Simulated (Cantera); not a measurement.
Input (Python, Cantera) and output of one run.

```python
import numpy as np
import cantera as ct

gas_names = """
    CL CLO CL2 H HCL HOCL HO2 H2 H2O H2O2 Mg MgCL MgCL2 MgH MgO MgOH MgO2H2 Mg2 O OH O2 O3
""".split()
cond_names = """
    H2O(s) H2O(L) Mg(cr) Mg(L) MgCL2(s) MgCL2(L) MgO(s) MgO(L) MgO2H2(s)
""".split()


def load(file, names, dense=False):
    # The tables refer to 1 bar. Condensed volumes are neglected.
    table = {s.name: s for s in ct.Species.list_from_file(file)}
    out = []
    for n in names:
        d = dict(table[n].input_data)
        d["thermo"] = dict(d["thermo"], **{"reference-pressure": 1e5})
        if dense:
            d["equation-of-state"] = {"model": "constant-volume", "density": "1e6 g/cm^3"}
        out.append(ct.Species.from_dict(d))
    return out


gas = ct.Solution(thermo="ideal-gas", species=load("nasa_gas.yaml", gas_names))
cond = {s.name: ct.Solution(thermo="fixed-stoichiometry", species=[s], name=s.name)
        for s in load("nasa_condensed.yaml", cond_names, dense=True)}
atoms = {
    'MgO': {'Mg': 1, 'O': 1},
    'HCl': {'H': 1, 'CL': 1},
}
top_T = {}  # K; cautious upper limits of use, not melting points


def equilibrate(T, P, feed):
    n = {}
    for name, mol in feed.items():
        for a, k in atoms[name].items():
            n[a] = n.get(a, 0.0) + k * mol
    gas.TPX = T, P, n
    mass = sum(n.values()) * gas.mean_molecular_weight
    gas.equilibrate("TP")
    valid = [c for c in cond.values() if c.min_temp <= T <= top_T.get(c.name, c.max_temp)]
    mix = ct.Mixture([(gas, mass / gas.mean_molecular_weight)] + [(c, 0.0) for c in valid])
    mix.T, mix.P = T, P
    mix.equilibrate("TP", solver="vcs", rtol=1e-11, max_steps=5000)
    return mix


results = []
feed = {'MgO': 1, 'HCl': 2}  # mol
P = 10000  # Pa
for T in [1048, 1098, 1148, 1198, 1248, 1298, 1348, 1398, 1448, 1498, 1548, 1598, 1648]:
    mix = equilibrate(T, P, feed)
    results.append((T, P, feed, dict(zip(mix.species_names, mix.species_moles))))

top = {s: max(r[3][s] / sum(r[3][g] for g in gas_names) for r in results) for s in gas_names}
cols = sorted((s for s in top if top[s] > 0.0001), key=lambda s: -top[s])[:5]
seen = [c for c in cond_names if any(r[3].get(c, 0) > 1e-12 for r in results)]
print("log10 of partial pressures in bar; condensed amounts in mol")
print(f"{'T/K':>10s}" + "".join(f"{s[:9]:>10s}" for s in cols + seen))
for T, P, feed, n in results:
    ng = sum(n[g] for g in gas_names)
    print(f"{T:10.4g}" + "".join(f"{np.log10(max(n[s] / ng * P / 1e5, 1e-99)):10.3f}" for s in cols)
          + "".join(f"{n.get(c, 0):10.4g}" for c in seen))
```

It prints:

```
log10 of partial pressures in bar; condensed amounts in mol
       T/K       HCL     MgCL2       H2O        CL        H2  MgCL2(L)    MgO(s)
      1048    -1.006    -3.262    -3.132    -6.175    -5.964  0.003806    0.9853
      1098    -1.008    -3.036    -3.036    -5.804    -5.717         0    0.9816
      1148    -1.011    -2.891    -2.891    -5.470    -5.482         0    0.9743
      1198    -1.015    -2.759    -2.759    -5.169    -5.258         0    0.9652
      1248    -1.020    -2.640    -2.640    -4.898    -5.043         0    0.9542
      1298    -1.027    -2.531    -2.531    -4.651    -4.838         0    0.9412
      1348    -1.034    -2.433    -2.433    -4.427    -4.644         0    0.9262
      1398    -1.042    -2.344    -2.344    -4.221    -4.460         0    0.9094
      1448    -1.051    -2.263    -2.263    -4.032    -4.286         0    0.8908
      1498    -1.061    -2.189    -2.189    -3.858    -4.123         0    0.8706
      1548    -1.073    -2.123    -2.123    -3.697    -3.970         0     0.849
      1598    -1.085    -2.062    -2.062    -3.548    -3.826         0    0.8264
      1648    -1.098    -2.007    -2.007    -3.409    -3.691         0    0.8029
```

Method: chemical equilibrium by Gibbs-energy minimisation in Cantera with the NASA 1993 tables (ideal gas, pure condensed phases). Mutual solubility and eutectic melting of coexisting phases are not modelled.
